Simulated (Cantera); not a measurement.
An isothermal, constant-pressure homogeneous reactor starts with 0.357 % CH3OH, 0.427 % O2, 99.2 % N2, equivalence ratio 1.3, at 1123 K and 10.0 bar.

Cantera simulation using GRI-Mech 3.0 (53 species, 325 reactions); the numbers are that mechanism's predictions, not measurements. GRI-Mech 3.0 was tuned for natural gas; its chemistry of methanol as a main component is partial and can be far from experiment.

x: mole fraction; the columns are a selection and need not sum to one.

```tsv
t (s)	x CH3OH	x O2	x CH3	x CO2	x CH2	x H2
3.00e-6	0.00357	0.00427	7.12e-11	2.70e-11	7.42e-12	1.30e-10
2.62e-5	0.00357	0.00427	5.74e-10	2.60e-10	7.42e-12	1.68e-9
0.000228	0.00357	0.00427	2.76e-9	2.29e-9	7.42e-12	1.65e-8
0.00199	0.00357	0.00427	[?]	[?]	7.42e-12	[?]
0.0173	0.00352	0.00425	9.33e-10	[?]	7.32e-12	[?]
0.151	2.14e-11	0.000218	4.23e-11	0.00137	<1e-12	0.000424
1.32	<1e-12	5.00e-8	4.57e-12	0.00197	<1e-12	0.000587
11.5	<1e-12	9.30e-11	<1e-12	0.00213	<1e-12	0.000747
100	<1e-12	1.43e-12	<1e-12	0.00221	<1e-12	0.000827
```

Q: Fill in the missing entries.

A: 
- 0.00199, x CH3: 3.16e-9
- 0.00199, x CO2: 2.00e-8
- 0.00199, x H2: 2.02e-7
- 0.0173, x CO2: 1.81e-7
- 0.0173, x H2: 2.61e-5
